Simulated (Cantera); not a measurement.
Feed: 1 mol Al, 2.2 mol N2O, 2.5 mol H2, equilibrated at 648.15 K and 13.3 mbar.

Cantera equilibrium calculation (NASA polynomials, part measured and part estimated; ideal gas, pure solids and liquids). Candidate condensed phases: Al, AlN, Al2O3, H2O; 35 gas species. Equilibrium is a limit: real reactors are often held back by kinetics, nucleation or transport.

**Question.** What is the equilibrium state?

**Answer.** 
```json
{
 "x(N2)": "0.468",
 "x(H2)": "0.383",
 "x(H2O)": "0.149",
 "x(NH3)": "4.16e-5",
 "n(Al2O3(s))": "0.500 mol",
 "gas_amount": "4.700 mol",
 "log10 activity of Al(s) (absent)": "-33.14"
}
```
